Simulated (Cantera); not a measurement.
A perfectly stirred reactor is fed with 4.99 % CH4, 5.98 % H2, 21.2 % O2, 67.8 % N2, equivalence ratio 0.61, at 10.0 bar; it is adiabatic with a 398 K inlet, and is followed from long to short residence time, starting on the burning branch (τ in s: 0.44, 0.17, 0.064, 0.024, 0.0092, 0.0035, 0.0013, 0.0005, 0.00019, 7.3e-05, 2.8e-05, 1e-05).

Computed with Cantera and GRI-Mech 3.0 (53 species, 325 reactions).

One state of this run: T (K) = 1950; x CH4 = 7.65e-7; x H2 = 3.82e-5; x O2 = 0.0849; x NO2 = 1.13e-6; x H2O = 0.164; x CH2CO = 1.18e-11; x NO = 0.000294. x: mole fraction; the columns are a selection and need not sum to one.

Question: Which value of τ (s) does it belong to?
A. 0.0013
B. 0.00050
C. 1.0e-5
D. 0.17

Answer: D, 0.17
